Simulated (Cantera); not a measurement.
Source: NASA polynomial tables (part measured, part estimated), evaluated in Cantera. Values are per mole of reaction as written; species without (g) are pure solids or liquids, kept so even where they would boil at 1 bar.

Problem. Between 373 and 548 K, where is each reaction favourable under standard conditions?
- 2 Ti + O₂(g) → 2 TiO(g)
- 0.6667 Cr + O₂(g) → 0.6667 CrO₃(g)
- 2 Pb + O₂(g) → 2 PbO(g)

Solution. 
- 2 Ti + O₂(g) → 2 TiO(g): ΔG° is 34 kJ at 373 K and 0 kJ at 548 K; it stays positive (K < 1). ΔH° is 105 kJ and ΔS° 191 J/K at 548 K.
- 0.6667 Cr + O₂(g) → 0.6667 CrO₃(g): ΔG° is -179 kJ at 373 K and -171 kJ at 548 K; it stays negative (K > 1). ΔH° is -196 kJ and ΔS° -46 J/K at 548 K.
- 2 Pb + O₂(g) → 2 PbO(g): ΔG° is 87 kJ at 373 K and 62 kJ at 548 K; it stays positive (K < 1). ΔH° is 136 kJ and ΔS° 135 J/K at 548 K.
